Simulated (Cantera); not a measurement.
Cantera run:

```python
import numpy as np
import cantera as ct

gas_names = """
    Cr CrO CrO2 CrO3 H HO2 H2 H2O H2O2 O OH O2 O3
""".split()
cond_names = """
    Cr(cr) Cr(L) Cr2O3(s) Cr2O3(L) H2O(s) H2O(L)
""".split()


# ... load() reads the species with a 1 bar reference pressure and builds the phases ...
atoms = {
    'Cr': {'Cr': 1},
    'H2O': {'H': 2, 'O': 1},
    'H2': {'H': 2},
}
top_T = {}  # K; cautious upper limits of use, not melting points


# ... equilibrate(T, P, feed) seeds the gas with the atoms and calls Mixture.equilibrate('TP', solver="vcs", rtol=1e-11, max_steps=5000) ...
results = []
feed = {'Cr': 1, 'H2O': 0.038, 'H2': 6.6}  # mol
T = 1425  # K
P = 140000  # Pa
mix = equilibrate(T, P, feed)
results.append((T, P, feed, dict(zip(mix.species_names, mix.species_moles))))
print(gas.report(threshold=1e-05))
for i in range(1, mix.n_phases):
    print(f"{mix.phase(i).name:16s} {mix.phase_moles(i):12.5e} mol")
```

It prints:

```
       temperature   1425 K
          pressure   1.4e+05 Pa
           density   0.02396 kg/m^3
  mean mol. weight   2.0278 kg/kmol
   phase of matter   gas

                          1 kg             1 kmol
                     ---------------   ---------------
          enthalpy        1.6644e+07        3.3749e+07  J
   internal energy        1.0801e+07        2.1901e+07  J
           entropy             86079        1.7455e+05  J/K
    Gibbs function       -1.0602e+08       -2.1498e+08  J
 heat capacity c_p             15813             32065  J/K
 heat capacity c_v             11713             23750  J/K

                      mass frac. Y      mole frac. X     chem. pot. / RT
                     ---------------   ---------------   ---------------
                H2           0.99346           0.99926           -18.119
               H2O         0.0065304        0.00073506           -53.376
     [  +11 minor]        4.8893e-06        5.8421e-06

Cr(cr)            9.77919e-01 mol
Cr2O3(s)          1.10402e-02 mol
```

Equilibrium computed with Cantera from the NASA thermochemical tables; the gas is ideal and each condensed phase is pure. Mutual solubility and eutectic melting of coexisting phases are not modelled.
